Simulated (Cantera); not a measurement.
A closed system holds: 1 mol SiF4, 22 mol N2O, 4.4 mol H2, at 2123.15 K and 100000 Pa.

Equilibrium computed with Cantera from the NASA thermochemical tables; the gas is ideal and each condensed phase is pure. Candidate condensed phases: H2O, Si, SiO2, Si2N2O, Si3N4; 58 gas species. The tables hold silica as quartz up to 1696 K and as liquid above; real silica turns to tridymite and cristobalite and melts near 1996 K. Gases not in the tables: Si(OH)4. The numbers say what is thermodynamically allowed, not how fast it happens.

Base state: N2 0.586, O2 0.230, HF 0.107, H2O 0.0631, NO 0.00952, OH 0.00294, O 0.000783, SiF4 0.000123 (mole fractions); condensed: SiO2(l).

What changes in the equilibrium state with this change: temperature from 2123.15 K to 798 K?


```tsv
species	before	after
N2	0.586	0.602
O2	0.230	0.241
H2O	0.0631	0.103
HF	0.107	0.0357
SiF4	0.000123	0.0184
OH	0.00294	<1e-9
O	0.000783	<1e-9
H2	9.12e-5	<1e-9
H	3.43e-5	<1e-9
F	2.65e-5	<1e-9
SiO2(l), mol	0.995	0
SiO2(α-quartz), mol	0	0.326
```

What changes in the equilibrium state with this change: temperature from 2123.15 K to 1825 K?


| species | before | after |
|---|---|---|
| N2 | 0.586 | 0.589 |
| O2 | 0.230 | 0.234 |
| HF | 0.107 | 0.106 |
| NO | 0.00952 | 0.00413 |
| H2O | 0.0631 | 0.0649 |
| SiF4 | 0.000123 | 0.000348 |
| H | 3.43e-5 | 1.33e-6 |
| O | 0.000783 | 7.44e-5 |
| SiO2(l), mol | 0.995 | 0 |
| SiO2(condensed), mol | 0 | 0.987 |

What changes in the equilibrium state with this change: SiF4 replaced by Si2H6?


| species | before | after |
|---|---|---|
| N2 | 0.586 | 0.629 |
| H2O | 0.0631 | 0.210 |
| O2 | 0.230 | 0.147 |
| HF | 0.107 | 0 |
| SiF4 | 0.000123 | 0 |
| F | 2.65e-5 | 0 |
| H2 | 9.12e-5 | 0.000380 |
| H | 3.43e-5 | 7.00e-5 |
| SiO2(l), mol | 0.995 | 2.00 |
The feed counts by its element totals alone.
